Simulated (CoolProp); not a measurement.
Toluene along the isobar 167 bar: fugacity coefficient from the reference equation and from simpler models built on Tc = 591.7 K, pc = 41.26 bar, ω = 0.266; each cubic takes its own stable root.

Values from CoolProp's reference Helmholtz-energy equation of state, Lemmon 2006. It is a short technical equation, of lower accuracy than the large ones.

| T (K) | phase | reference |
|---|---|---|
| 485.8 | liquid | 0.07957 |
| 495.3 | liquid | 0.09077 |
| 504.8 | liquid | 0.1028 |
| 514.2 | liquid | 0.1156 |
| 523.7 | liquid | 0.1293 |
| 533.2 | liquid | 0.1438 |
| 542.6 | liquid | 0.1588 |
| 552.1 | liquid | 0.1748 |

**Question.** How far does each simpler model (Redlich-Kwong, Soave-Redlich-Kwong, Peng-Robinson) lie from the reference over these 8 states: mean and median of the absolute difference, and the worst?

**Answer.** 
- Redlich-Kwong: mean 27.8 %, median 27.3 %, worst +37.6 % at 485.8 K and 167 bar
- Soave-Redlich-Kwong: mean 10.8 %, median 10.8 %, worst +11.5 % at 552.1 K and 167 bar
- Peng-Robinson: mean 1.4 %, median 1.4 %, worst +2.1 % at 552.1 K and 167 bar
